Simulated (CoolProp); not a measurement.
A closed Brayton cycle with dry air: compressor inlet 313.15 K and 2.7 MPa, high pressure 8.21 MPa, turbine inlet 680 K, compressor efficiency 0.85, turbine efficiency 0.93, recuperator effectiveness 0 (on enthalpy, no pinch check). Each further row changes one setting.

The numbers come from the reference Helmholtz-energy equation of state, Lemmon 2000 in CoolProp. It is a pseudo-pure fit of the blend.

```json
[
 {"case": "as stated", "thermal efficiency (%)": "15.2", "net work (kJ/kg)": "37.4", "compressor to turbine work": "0.79", "compressor exit (K)": "451.5", "turbine exit (K)": "513.3"},
 {"case": "turbine inlet 630 K", "thermal efficiency (%)": "12.6", "net work (kJ/kg)": "24.0", "compressor to turbine work": "0.85", "compressor exit (K)": "451.5", "turbine exit (K)": "474.2"},
 {"case": "compressor inlet 323.15 K", "thermal efficiency (%)": "14.2", "net work (kJ/kg)": "32.7", "compressor to turbine work": "0.82", "compressor exit (K)": "465.6", "turbine exit (K)": "513.3"},
 {"case": "high pressure 6.98 MPa", "thermal efficiency (%)": "14.2", "net work (kJ/kg)": "38.1", "compressor to turbine work": "0.75", "compressor exit (K)": "428.6", "turbine exit (K)": "535.0"},
 {"case": "recuperator effectiveness 0.5", "thermal efficiency (%)": "17.5", "net work (kJ/kg)": "37.4", "compressor to turbine work": "0.79", "compressor exit (K)": "451.5", "turbine exit (K)": "513.3"}
]
```
